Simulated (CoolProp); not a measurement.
Vapour-liquid equilibrium of methane (1) + ethylene (2) at 0.0621 MPa; x and y are mole fractions of (1).

The numbers come from the multi-fluid Helmholtz-energy mixture model, Setzmann 1991 and Smukala 2000; pair parameters Bell 2016 in CoolProp.

```tsv
x	bubble temperature (°C)	y at the bubble point	dew temperature at overall composition x (°C)	liquid density (mol/L)
0.05	-132.1	0.797	-112.4	21.77
0.2	-153.2	0.981	-115.0	23.28
0.35	-159.3	0.993	-117.9	24.11
0.5	-162.0	0.996	-121.4	24.79
0.65	-163.7	0.997	-125.9	25.42
0.8	-165.1	0.998	-132.3	26.02
0.95	-166.6	1.000	-145.6	26.63
```

No azeotrope shows between x = 0.05 and 0.95.

The pair parameters rest on a limited set of measurements; away from them the model extrapolates. With so large a gap from Raoult's law the liquid may split in two, which this calculation doesn't test in full.
